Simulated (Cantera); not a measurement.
Cantera run, input and output.

```python
import numpy as np
import cantera as ct

gas = ct.Solution("gri30.yaml")
gas.TPX = 450, 600000, {'CH4': 1, 'O2': 2.22, 'N2': 8.36}
inlet = ct.Reservoir(gas, clone=True)
gas.equilibrate("HP")  # start burning
reactor = ct.IdealGasConstPressureReactor(gas, energy="on", clone=False)
exhaust = ct.Reservoir(gas, clone=True)
tau = [0.11, 0.04, 0.015, 0.0054, 0.002, 0.00072, 0.00027, 9.7e-05, 3.6e-05, 1.3e-05][0]
for a, b in ((inlet, reactor), (reactor, exhaust)):
    ct.MassFlowController(a, b, mdot=lambda t: reactor.mass / tau)
net = ct.ReactorNet([reactor])
show = ['CH4', 'O2', 'C2H2', 'HO2', 'C2H6']

rows = []
print(f"{'tau/s':>10s}{'T/K':>9s}" + "".join(f"{s:>11s}" for s in show))
for tau in [0.11, 0.04, 0.015, 0.0054, 0.002, 0.00072, 0.00027, 9.7e-05, 3.6e-05, 1.3e-05]:
    net.initial_time = 0.0
    net.advance(30 * tau)
    before = gas.X
    net.advance(40 * tau)
    drift = np.max(np.abs(gas.X - before) / (gas.X + 1e-9))
    rows.append([gas.T, *gas[show].X, drift])
    print(f"{tau:10.3e}{gas.T:9.1f}" + "".join(f"{x:11.3e}" for x in gas[show].X))
```

Result:

```
     tau/s      T/K        CH4         O2       C2H2        HO2       C2H6
 1.100e-01   2247.2  8.460e-07  1.851e-02  3.762e-11  2.313e-06  5.840e-13
 4.000e-02   2247.6  2.239e-06  1.900e-02  2.533e-10  2.425e-06  4.039e-12
 1.500e-02   2245.6  5.600e-06  1.947e-02  1.473e-09  2.619e-06  2.484e-11
 5.400e-03   2238.2  1.375e-05  2.006e-02  7.572e-09  3.061e-06  1.450e-10
 2.000e-03   2222.2  3.050e-05  2.098e-02  2.800e-08  4.065e-06  6.688e-10
 7.200e-04   2192.6  6.534e-05  2.255e-02  8.225e-08  6.375e-06  2.729e-09
 2.700e-04   2148.2  1.354e-04  2.496e-02  2.040e-07  1.097e-05  1.004e-08
 9.700e-05   2080.5  3.092e-04  2.890e-02  5.531e-07  2.068e-05  4.467e-08
 3.600e-05   1981.0  8.550e-04  3.592e-02  2.156e-06  4.243e-05  3.352e-07
 1.300e-05    450.0  8.636e-02  1.917e-01  1.072e-18  1.769e-18  1.792e-17
```

Cantera simulation using GRI-Mech 3.0 (53 species, 325 reactions); the numbers are that mechanism's predictions, not measurements.
